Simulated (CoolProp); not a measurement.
Aqueous magnesium chloride as a coolant, at -4 °C, 1 atm.

The numbers come from the Melinder's fits for secondary coolants in CoolProp.

```
mass %  freezing point (°C)  density (kg/m³)  cp (kJ/(kg K))  viscosity (mPa s)  conductivity (W/(m K))
------  -------------------  ---------------  --------------  -----------------  ----------------------
7.6                    -5.3             1068           3.708               2.85                   0.539
9.5                    -7.6             1085           3.595               3.15                       …
11.4                  -10.4             1103               …               3.51                   0.529
13.3                  -13.6                …           3.379                  …                   0.524
15.2                  -17.2             1137           3.278               4.21                   0.520
17.1                  -21.2                …               …               4.55                   0.515
19                    -25.9             1174           3.089               5.13                   0.510
20.9                      …             1193           3.003               6.55                   0.504
22.8                  -38.7             1215           2.922               10.9                   0.496
```

### Question
Complete the blanks.

### Answer

- 9.5, conductivity (W/(m K)): 0.534
- 11.4, cp (kJ/(kg K)): 3.485
- 13.3, density (kg/m³): 1120
- 13.3, viscosity (mPa s): 3.87
- 17.1, density (kg/m³): 1155
- 17.1, cp (kJ/(kg K)): 3.181
- 20.9, freezing point (°C): -31.5
